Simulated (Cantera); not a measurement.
Feed: 1 mol Si, 1.7 mol Cl2, 88 mol H2, equilibrated at 1698 K and 1.58 Torr.

Cantera equilibrium calculation (NASA polynomials, part measured and part estimated; ideal gas, pure solids and liquids). The tables' values for SiCl are old estimates; treat these amounts as uncertain. Gases not in the tables: Si2H6 and higher silanes. Equilibrium is a limit: real reactors are often held back by kinetics, nucleation or transport.

```csv
species,before,after
H2,0.962,0.990
SiCl4,9.40e-9,0.00784
SiHCl3,5.68e-8,0.00229
HCl,0.0307,1.15e-5
SiCl2,0.00351,<1e-9
H,0.00310,<1e-9
Si,0.000313,<1e-9
Cl,7.67e-5,<1e-9
SiCl,7.36e-5,<1e-9
SiH,2.19e-5,<1e-9
"Si(l), mol",0.646,0
"Si(s), mol",0,0.0983
```
Gas species are given as mole fractions.

Q: What was changed between the two runs?
A. Cl2 from 1.7 to 8.2 mol
B. temperature from 1698 K to 1573.15 K
C. temperature from 1698 K to 1000 K
D. temperature from 1698 K to 523 K

A: D, temperature from 1698 K to 523 K
